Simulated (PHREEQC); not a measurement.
A PHREEQC input (ion-association model, wateq4f.dat):

```
SOLUTION 1
  temp 25
  units mg/kgw
  pH 5.9
  pe 11.8
  Na 0.138
  K 0.0859
  Ca 0.103
  Mg 0.1
  Cl 0.515
  S(6) 0.255 as SO4
  Alkalinity 0.157 as HCO3
  F 0.000517
END
USE solution 1
EQUILIBRIUM_PHASES 1
  Quartz 0 0.5
  CO2(g) 3.4 10
END
```

The run finishes without an error or a warning.

Its last state differs from that of the intended input:

```json
[
 {"quantity": "pH", "as run": "2.72", "intended": "5.83"},
 {"quantity": "ionic strength (mol/kgw)", "as run": "0.00204", "intended": "3.28e-5"},
 {"quantity": "HCO3- (mol/kgw)", "as run": "0.00202", "intended": "4.06e-6"},
 {"quantity": "MgSO4 (mol/kgw)", "as run": "1.46e-9", "intended": "2.42e-9"},
 {"quantity": "CaSO4 (mol/kgw)", "as run": "7.72e-10", "intended": "1.29e-9"},
 {"quantity": "HSO4- (mol/kgw)", "as run": "3.68e-7", "intended": "3.77e-10"},
 {"quantity": "SI of Quartz (SiO2)", "as run": "-0.00", "intended": "+0.00"}
]
```

**Question.** One thing in the input isn't as intended. What explains the difference?

**Answer.** One answer among several that fit: The fault: the CO2 pressure typed with the wrong sign of its logarithm. The line should read `CO2(g) -3.4` where the input has `CO2(g) 3.4`.
